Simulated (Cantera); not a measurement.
# Premixed flame

A freely propagating, adiabatic, planar premixed flame of 8.12 % CH4, 0.317 % C2H6, 23.6 % O2, 68.0 % N2, unburnt at 700 K and 12000 Pa; mixture-averaged transport, grid criteria slope 0.08 and curve 0.16, no radiation.

Cantera simulation using GRI-Mech 3.0 (53 species, 325 reactions); the numbers are that mechanism's predictions, not measurements. Burning velocities carry a grid error of a few per cent, more on coarse grids.

```
z (mm)  T (K)  u (m/s)     x CH4    x C2H6    x O2     x HO2  x NO2   x H2O2
------  -----  -------  --------  --------  ------  --------  -----  -------
-5.53     700     2.79    0.0812   0.00317   0.235   1.52e-6  <1e-8    <1e-8
-3.69     701     2.80    0.0810   0.00316   0.235   1.04e-5  <1e-8  9.35e-8
-2.77     705     2.82    0.0806   0.00315   0.234   2.36e-5  <1e-8  2.85e-7
-1.84     734     2.95    0.0784   0.00314   0.232   3.63e-5  <1e-8  7.00e-7
-0.922    978     3.99    0.0619   0.00287   0.211   6.64e-5  <1e-8  2.14e-6
-0.461   1324     5.47    0.0373   0.00136   0.175  0.000204  <1e-8  3.86e-6
0        1688     7.06    0.0117  0.000116   0.128  0.000211  <1e-8  1.28e-6
0.461    1856     7.80   0.00161   1.18e-6  0.0971   4.61e-5  <1e-8  2.60e-7
0.922    1893     7.96  0.000127     <1e-8  0.0835   6.11e-6  <1e-8  9.06e-8
1.84     1915     8.02   6.92e-7     <1e-8  0.0754   2.42e-6  <1e-8  7.70e-8
3.69     1940     8.09     <1e-8     <1e-8  0.0715   2.24e-6  <1e-8  7.16e-8
7.38     1973     8.20     <1e-8     <1e-8  0.0700   2.07e-6  <1e-8  6.39e-8
14.8     2024     8.38     <1e-8     <1e-8  0.0691   1.86e-6  <1e-8  5.37e-8
```
x: mole fraction of selected species; z is measured from the peak of heat release.

```json
{
  "laminar_burning_velocity": "279 cm/s",
  "thermal_thickness": "1.84 mm",
  "peak x(HO2)": "0.000256",
  "peak x(H2O2)": "3.86e-6",
  "grid_points": "156"
}
```
